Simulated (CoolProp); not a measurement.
Propylene at 396.29 K and 0.223 MPa flows at 11 m/s in a round tube of 20 mm bore and 1.5 µm roughness, fully developed (64/Re and Nu = 3.66 if laminar; Colebrook and Gnielinski if turbulent). Each further row changes one setting.

Values from CoolProp's reference Helmholtz-energy equation of state, Lemmon 2013.

```json
[
 {"case": "as stated", "Reynolds number": "55700", "Darcy friction factor": "0.0207", "pressure drop (Pa/m)": "181", "heat-transfer coefficient (W/(m² K))": "173", "mass flow (kg/h)": "?"},
 {"case": "velocity 22 m/s", "Reynolds number": "111000", "Darcy friction factor": "?", "pressure drop (Pa/m)": "629", "heat-transfer coefficient (W/(m² K))": "301", "mass flow (kg/h)": "71.8"},
 {"case": "diameter 40 mm", "Reynolds number": "111000", "Darcy friction factor": "0.0178", "pressure drop (Pa/m)": "77.7", "heat-transfer coefficient (W/(m² K))": "?", "mass flow (kg/h)": "144"}
]
```

### Question
What belongs in the gaps?

### Answer

- as stated, mass flow (kg/h): 35.9
- velocity 22 m/s, Darcy friction factor: 0.0180
- diameter 40 mm, heat-transfer coefficient (W/(m² K)): 149

Viscosity comes from a separate model (Huber 2003), an estimate that may be off by 10 % or more. Thermal conductivity comes from a separate model (Huber 2003), an estimate that may be off by 10 % or more.
